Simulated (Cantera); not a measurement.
A closed system holds: 1 mol CuO, 1.2 mol CO, 0.14 mol H2, at 13.3 mbar.

Method: chemical equilibrium by Gibbs-energy minimisation in Cantera with the NASA 1993 tables (ideal gas, pure condensed phases). Candidate condensed phases: C, C6H6, C7H8, C8H18, Cu, CuO, Cu(OH)2, Cu2O, H2O; 113 gas species. The numbers say what is thermodynamically allowed, not how fast it happens.

x: gas mole fraction; n: condensed amount in mol.

```csv
T (K),x CO2,x CO,x H2O,x H2,x Cu,x H,n Cu(s),n Cu(l)
825,0.695,0.201,0.0514,0.0530,<1e-12,1.58e-11,1.00,0
925,0.682,0.213,0.0640,0.0405,4.52e-11,4.54e-10,1.00,0
1025,0.673,0.222,0.0731,0.0313,3.11e-9,6.68e-9,1.00,0
1125,0.667,0.229,0.0796,0.0249,1.00e-7,6.07e-8,1.00,0
1225,0.662,0.233,0.0842,0.0202,1.81e-6,3.84e-7,1.000,0
1325,0.659,0.237,0.0876,(withheld),(withheld),(withheld),1.000,0
1425,0.656,0.239,0.0900,0.0144,0.000163,7.10e-6,0,1.000
1525,0.654,0.241,0.0918,0.0126,0.000933,2.30e-5,0,0.999
1625,0.650,0.242,0.0929,(withheld),(withheld),(withheld),0,0.994
1725,0.641,0.240,0.0928,0.00985,0.0164,0.000160,0,0.978
```

Q: Fill in the missing entries.

A: 
- 1625, x H2: 0.0111
- 1625, x Cu: 0.00429
- 1625, x H: 6.44e-5
- 1325, x H2: 0.0169
- 1325, x Cu: 2.11e-5
- 1325, x H: 1.84e-6
